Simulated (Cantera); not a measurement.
Cantera run:

```python
import numpy as np
import cantera as ct

gas_names = """
    Fe FeO N NO NO2 NO3 N2 N2O O O2 O3
""".split()
cond_names = """
    Fe(a) Fe(c) Fe(d) Fe(L) FeO(s) FeO(L) Fe2O3(s) Fe3O4(s)
""".split()


# ... load() reads the species with a 1 bar reference pressure and builds the phases ...
atoms = {
    'Fe2O3': {'Fe': 2, 'O': 3},
    'O2': {'O': 2},
    'N2': {'N': 2},
}
top_T = {'Fe2O3(s)': 1830, 'Fe3O4(s)': 1870}  # K; cautious upper limits of use, not melting points


# ... equilibrate(T, P, feed) seeds the gas with the atoms and calls Mixture.equilibrate('TP', solver="vcs", rtol=1e-11, max_steps=5000) ...
results = []
feed = {'Fe2O3': 1, 'O2': 0.18, 'N2': 4.9}  # mol
T = 1500  # K
P = 34000  # Pa
mix = equilibrate(T, P, feed)
results.append((T, P, feed, dict(zip(mix.species_names, mix.species_moles))))
x = sorted(zip(gas.X, gas.species_names), reverse=True)
print(f"T = {T:g} K  P = {P:g} Pa  gas = {mix.phase_moles(0):.4g} mol")
print("   x: " + "  ".join(f"{s} {v:.3e}" for v, s in x if v > 1e-05))
print("   condensed (mol): " + ("  ".join(f"{mix.phase(i).name} {mix.phase_moles(i):.4g}"
      for i in range(1, mix.n_phases) if mix.phase_moles(i) > 1e-12) or "none"))
```

Output:

```
T = 1500 K  P = 34000 Pa  gas = 5.08 mol
   x: N2 9.643e-01  O2 3.515e-02  NO 5.538e-04
   condensed (mol): Fe2O3(s) 1
```

Method: chemical equilibrium by Gibbs-energy minimisation in Cantera with the NASA 1993 tables (ideal gas, pure condensed phases).
